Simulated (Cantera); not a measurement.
Cantera run, input and output.

```python
import numpy as np
import cantera as ct

gas = ct.Solution("gri30.yaml")


def delay(T, t_max=10):
    gas.TPX = T, 2600000, {'H2': 1, 'O2': 1.16, 'N2': 4.37}
    reactor = ct.IdealGasReactor(gas, clone=False)
    net = ct.ReactorNet([reactor])
    net.rtol, net.atol = 1e-8, 1e-16
    while net.time < t_max:
        t_old, T_old = net.time, reactor.T
        net.step()
        if reactor.T > T + 400:  # ignition: a rise of 400 K
            return t_old + (T + 400 - T_old) / (reactor.T - T_old) * (net.time - t_old)
    return np.nan


taus = []
for T in [900, 975, 1050, 1125, 1200, 1275, 1350, 1425]:
    taus.append(delay(T))
    print(f"T0 = {T:6g} K   tau = {taus[-1]:.4e} s")
```

Result:

```
T0 =    900 K   tau = 9.0562e-02 s
T0 =    975 K   tau = 1.3671e-02 s
T0 =   1050 K   tau = 2.6763e-03 s
T0 =   1125 K   tau = 6.2193e-04 s
T0 =   1200 K   tau = 1.5854e-04 s
T0 =   1275 K   tau = 3.9836e-05 s
T0 =   1350 K   tau = 7.7579e-06 s
T0 =   1425 K   tau = 1.7315e-06 s
```

Detailed kinetics in Cantera: GRI-Mech 3.0 (53 species, 325 reactions). The hydrogen kinetics of GRI-Mech 3.0 are dated; newer H2 mechanisms differ, most at raised pressure. The pressure lies above the range GRI-Mech 3.0 was tuned for (to about 10 atm). Below about 950 K walls govern HO2 and H2O2 in real vessels.
